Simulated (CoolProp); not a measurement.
Vapour-liquid equilibrium of R134a (1) + dimethyl ether (2) at 38.65 °C; x and y are mole fractions of (1).

Model: multi-fluid Helmholtz-energy mixture model, Tillner-Roth 1994 and Wu 2011; pair parameters Bell 2016, in CoolProp.

```json
[
 {"x": "0.05", "bubble pressure, mixture model (bar)": "8.528", "bubble pressure, Raoult's law (bar)": "8.650", "y, mixture model": "0.045", "y, Raoult's law": "0.057"},
 {"x": "0.125", "bubble pressure, mixture model (bar)": "8.463", "bubble pressure, Raoult's law (bar)": "8.741", "y, mixture model": "0.118", "y, Raoult's law": "0.140"},
 {"x": "0.2", "bubble pressure, mixture model (bar)": "8.430", "bubble pressure, Raoult's law (bar)": "8.832", "y, mixture model": "0.197", "y, Raoult's law": "0.222"},
 {"x": "0.275", "bubble pressure, mixture model (bar)": "8.431", "bubble pressure, Raoult's law (bar)": "8.923", "y, mixture model": "0.279", "y, Raoult's law": "0.302"},
 {"x": "0.35", "bubble pressure, mixture model (bar)": "8.467", "bubble pressure, Raoult's law (bar)": "9.014", "y, mixture model": "0.364", "y, Raoult's law": "0.381"},
 {"x": "0.425", "bubble pressure, mixture model (bar)": "8.535", "bubble pressure, Raoult's law (bar)": "9.105", "y, mixture model": "0.448", "y, Raoult's law": "0.458"},
 {"x": "0.5", "bubble pressure, mixture model (bar)": "8.632", "bubble pressure, Raoult's law (bar)": "9.196", "y, mixture model": "0.531", "y, Raoult's law": "0.533"},
 {"x": "0.575", "bubble pressure, mixture model (bar)": "8.757", "bubble pressure, Raoult's law (bar)": "9.287", "y, mixture model": "0.612", "y, Raoult's law": "0.607"},
 {"x": "0.65", "bubble pressure, mixture model (bar)": "8.905", "bubble pressure, Raoult's law (bar)": "9.378", "y, mixture model": "0.690", "y, Raoult's law": "0.679"},
 {"x": "0.725", "bubble pressure, mixture model (bar)": "9.072", "bubble pressure, Raoult's law (bar)": "9.469", "y, mixture model": "0.763", "y, Raoult's law": "0.751"},
 {"x": "0.8", "bubble pressure, mixture model (bar)": "9.256", "bubble pressure, Raoult's law (bar)": "9.560", "y, mixture model": "0.833", "y, Raoult's law": "0.820"},
 {"x": "0.875", "bubble pressure, mixture model (bar)": "9.453", "bubble pressure, Raoult's law (bar)": "9.651", "y, mixture model": "0.899", "y, Raoult's law": "0.889"},
 {"x": "0.95", "bubble pressure, mixture model (bar)": "9.660", "bubble pressure, Raoult's law (bar)": "9.742", "y, mixture model": "0.961", "y, Raoult's law": "0.956"}
]
```

The largest gap from Raoult's law is -6.3 % in bubble pressure, at x = 0.425. y crosses x between x = 0.2 and 0.275: the model has an azeotrope there.

Pair parameters are fitted to limited data, so mixtures are less certain than the pure fluids.
